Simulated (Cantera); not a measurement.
Mixture: CH4 : O2 : N2 : H2O = 1 : 2.94 : 11.1 : 0.57 (molar parts), equivalence ratio 0.68, at 101000 Pa, adiabatic and at constant volume. Ignition delay is the time to a rise of 400 K.

Computed with Cantera and GRI-Mech 3.0 (53 species, 325 reactions).

Question: What does this change do: O2 2.94 to 1.5 parts?

Answer: 
| quantity | before | after |
|---|---|---|
| delay at 1050 K | 0.387 s | 1.05 s |
| delay at 1250 K | 19.5 ms | 55.0 ms |
| delay at 1450 K | 1.74 ms | 4.37 ms |
| delay at 1650 K | 0.282 ms | 0.547 ms |
| apparent activation energy between 1550 and 1750 K | 170 kJ/mol | 200 kJ/mol |
